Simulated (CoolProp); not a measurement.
The fluid at 477.74 K and 0.52 MPa flows at 2.8 m/s in a round tube of 20 mm bore and 15 µm roughness, fully developed (64/Re and Nu = 3.66 if laminar; Colebrook and Gnielinski if turbulent). The same conditions are run with several fluids, on thermodynamics alone (safety and materials aside).

Computed with CoolProp (reference Helmholtz-energy equation of state of each fluid (isobutane: Bücker 2006; CF4 (R14): Platzer 1990; R125: Lemmon 2005; propylene: Lemmon 2013; R407C: Lemmon 2003)). The equations of Platzer and Polt are older, rougher fits. Blends and air are pseudo-pure fits.

Task: Rank isobutane, CF4 (R14), R125, propylene, R407C by Reynolds number, highest first.

Result: R125 (44500), isobutane (37300), R407C (32500), CF4 (R14) (25400), propylene (23000)

```json
[
 {"fluid": "isobutane", "Darcy friction factor": "0.0244", "pressure drop (Pa/m)": "37.5", "heat-transfer coefficient (W/(m² K))": "188", "mass flow (kg/h)": "24.8"},
 {"fluid": "CF4 (R14)", "Darcy friction factor": "0.0262", "pressure drop (Pa/m)": "59.2", "heat-transfer coefficient (W/(m² K))": "104", "mass flow (kg/h)": "36.5"},
 {"fluid": "R125", "Darcy friction factor": "0.0237", "pressure drop (Pa/m)": "74.1", "heat-transfer coefficient (W/(m² K))": "156", "mass flow (kg/h)": "50.5"},
 {"fluid": "propylene", "Darcy friction factor": "0.0267", "pressure drop (Pa/m)": "29.3", "heat-transfer coefficient (W/(m² K))": "127", "mass flow (kg/h)": "17.7"},
 {"fluid": "R407C", "Darcy friction factor": "0.0250", "pressure drop (Pa/m)": "56.2", "heat-transfer coefficient (W/(m² K))": "119", "mass flow (kg/h)": "36.2"}
]
```

Transport values come from each fluid's own correlations; those of CF4 (R14), propylene are estimates that may be off by 10 % or more.
